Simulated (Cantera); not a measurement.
Input (Python, Cantera):

```python
import numpy as np
import cantera as ct

gas = ct.Solution("SiF4_NH3_mec.yaml", "gas")
gas.TPX = 1700, 100000, {'NH3': 1, 'N2': 13}
reactor = ct.IdealGasConstPressureReactor(gas, energy="off", clone=False)
net = ct.ReactorNet([reactor])
net.rtol, net.atol = 1e-08, 1e-18
show = ['NH3', 'N', 'H2', 'N2', 'NH', 'H', 'N2H4']
times = np.geomspace(7e-05, 100, 14)

steps = ct.SolutionArray(gas, extra=["t"])
rows = []
print(f"{'t/s':>10s}{'T/K':>9s}{'P/Pa':>11s}" + "".join(f"{s:>11s}" for s in show))
for t in times:
    while net.time < t:
        t_next = net.step()
        steps.append(gas.state, t=t_next)
    rows.append([np.interp(t, steps.t, y) for y in (steps.T, steps.P, *steps(*show).X.T)])
    print(f"{t:10.3e}{rows[-1][0]:9.1f}{rows[-1][1]:11.4g}" + "".join(f"{x:11.3e}" for x in rows[-1][2:]))
rate = np.gradient(steps.T, steps.t)
print("integrator steps:", len(steps.t))
if steps.T.max() > steps.T[0] + 200:
    print(f"time of steepest temperature rise: {steps.t[rate.argmax()]:.4e} s")
gas.TPX = 1700, 100000, {'NH3': 1, 'N2': 13}
gas.equilibrate("TP")
print(f"equilibrium (TP): T = {gas.T:.1f} K  " + "  ".join(f"{s} {gas[s].X[0]:.3e}" for s in show))
```

It prints:

```
       t/s      T/K       P/Pa        NH3          N         H2         N2         NH          H       N2H4
 7.000e-05   1700.0      1e+05  7.143e-02  1.136e-13  1.098e-06  9.286e-01  4.023e-10  1.919e-08  3.976e-11
 2.082e-04   1700.0      1e+05  7.142e-02  3.988e-12  3.328e-06  9.286e-01  5.311e-09  1.957e-08  3.603e-10
 6.194e-04   1700.0      1e+05  7.141e-02  6.608e-11  1.072e-05  9.286e-01  4.998e-08  2.389e-08  3.121e-09
 1.843e-03   1700.0      1e+05  7.136e-02  3.228e-10  5.040e-05  9.285e-01  2.036e-07  5.776e-08  1.987e-08
 5.482e-03   1700.0      1e+05  7.118e-02  1.104e-09  2.822e-04  9.285e-01  3.196e-07  1.661e-07  3.533e-08
 1.631e-02   1700.0      1e+05  7.064e-02  3.290e-09  1.042e-03  9.283e-01  3.740e-07  4.297e-07  3.306e-08
 4.851e-02   1700.0      1e+05  6.906e-02  1.033e-08  3.260e-03  9.276e-01  4.737e-07  1.141e-06  2.805e-08
 1.443e-01   1700.0      1e+05  6.463e-02  2.591e-08  9.465e-03  9.258e-01  5.799e-07  2.978e-06  2.135e-08
 4.293e-01   1700.0      1e+05  5.369e-02  4.138e-08  2.480e-02  9.215e-01  5.976e-07  7.499e-06  1.395e-08
 1.277e+00   1700.0      1e+05  3.364e-02  4.302e-08  5.288e-02  9.134e-01  4.772e-07  1.690e-05  6.165e-09
 3.799e+00   1700.0      1e+05  1.296e-02  2.959e-08  8.183e-02  9.052e-01  2.613e-07  3.039e-05  1.240e-09
 1.130e+01   1700.0      1e+05  3.310e-03  1.239e-08  9.534e-02  9.013e-01  9.175e-08  4.118e-05  1.094e-10
 3.362e+01   1700.0      1e+05  8.402e-04  3.851e-09  9.880e-02  9.003e-01  2.659e-08  4.550e-05  8.014e-12
 1.000e+02   1700.0      1e+05  2.450e-04  1.181e-09  9.963e-02  9.001e-01  8.010e-09  4.661e-05  7.032e-13
integrator steps: 1588
equilibrium (TP): T = 1700.0 K  NH3 1.080e-06  N 5.255e-12  H2 9.997e-02  N2 9.000e-01  NH 3.553e-11  H 4.690e-05  N2H4 1.378e-17
```

Computed with Cantera and the gas-phase N/H chemistry of the illustrative SiF4/NH3 mechanism in the Surface Chemkin manual (1991). Walls and surfaces, which speed up NH3 decomposition in real reactors, are not modelled.
